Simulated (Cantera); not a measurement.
## Thermodynamics of boron, boron nitride and boron oxide, feed B + O2 + H2

Input: 1 mol B, 0.052 mol O2, a varied amount of H2, at 950 K and 23000 Pa.

Method: chemical equilibrium by Gibbs-energy minimisation in Cantera with the NASA 1993 tables (ideal gas, pure condensed phases). Candidate condensed phases: B, B2O3, B3O3H3, H2O; 23 gas species. Equilibrium is a limit: real reactors are often held back by kinetics, nucleation or transport.

| n(H2) (mol) | x H2 | x B3O3H3 | x HBO | x BH3 | x H2O | n B(s) | n B2O3(l) |
|---|---|---|---|---|---|---|---|
| 6.5 | 0.997 | 0.00273 | 5.03e-7 | 4.00e-8 | 7.39e-9 | 0.913 | 0.0169 |
| 8.6 | 0.997 | 0.00273 | 5.03e-7 | 4.00e-8 | 7.39e-9 | 0.907 | 0.0112 |
| 11 | 0.997 | 0.00273 | 5.03e-7 | 4.00e-8 | 7.39e-9 | 0.901 | 0.00465 |
| 15 | 0.998 | 0.00231 | 4.76e-7 | 4.00e-8 | 6.99e-9 | 0.896 | 0 |
| 20 | 0.998 | 0.00173 | 4.33e-7 | 4.00e-8 | 6.35e-9 | 0.896 | 0 |
| 26 | 0.999 | 0.00133 | 3.96e-7 | 4.01e-8 | 5.82e-9 | 0.896 | 0 |
| 35 | 0.999 | 0.000991 | 3.59e-7 | 4.01e-8 | 5.27e-9 | 0.896 | 0 |
| 46 | 0.999 | 0.000754 | 3.28e-7 | 4.01e-8 | 4.81e-9 | 0.896 | 0 |
| 61 | 0.999 | 0.000568 | 2.98e-7 | 4.01e-8 | 4.38e-9 | 0.896 | 0 |
| 80 | 1.000 | 0.000433 | 2.73e-7 | 4.01e-8 | 4.00e-9 | 0.896 | 0 |
x: gas mole fraction; n: condensed amount in mol.

From 6.5 mol H2 to 11 mol H2 the condensed part is B(s) + B2O3(l). From 15 mol H2 to 80 mol H2 the condensed part is B(s). The main B-bearing gas is B3O3H3 throughout.
